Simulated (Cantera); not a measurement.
A closed system holds: 1 mol Si₂Cl₆, 37 mol H₂, held at 36.8 Torr.

Method: chemical equilibrium by Gibbs-energy minimisation in Cantera with the NASA 1993 tables (ideal gas, pure condensed phases). Candidate condensed phases: Si; 19 gas species. The feed counts by its element totals alone. The tables' values for SiCl₃ are old estimates; treat these amounts as uncertain. The numbers say what is thermodynamically allowed, not how fast it happens. All values below are at 1223 K.

Base state: H₂ 0.906, HCl 0.0644, SiCl₂ 0.0111, SiCl₄ 0.0102, SiHCl₃ 0.00442, SiCl₃ 0.00377, SiH₂Cl₂ 0.000256 (mole fractions); condensed: Si(s).

Q: What changes in the equilibrium state with this change: H₂ from 37 to 410 mol?

A: 
```json
[
 {"species": "H₂", "before": "0.906", "after": "0.986"},
 {"species": "HCl", "before": "0.0644", "after": "0.0134"},
 {"species": "SiCl₂", "before": "0.0111", "after": "0.000441"},
 {"species": "SiCl₄", "before": "0.0102", "after": "1.59e-5"},
 {"species": "SiCl₃", "before": "0.00377", "after": "2.96e-5"},
 {"species": "SiHCl₃", "before": "0.00442", "after": "3.62e-5"},
 {"species": "SiH₂Cl₂", "before": "0.000256", "after": "1.10e-5"},
 {"species": "Si(s), mol", "before": "0.829", "after": "1.78"}
]
```
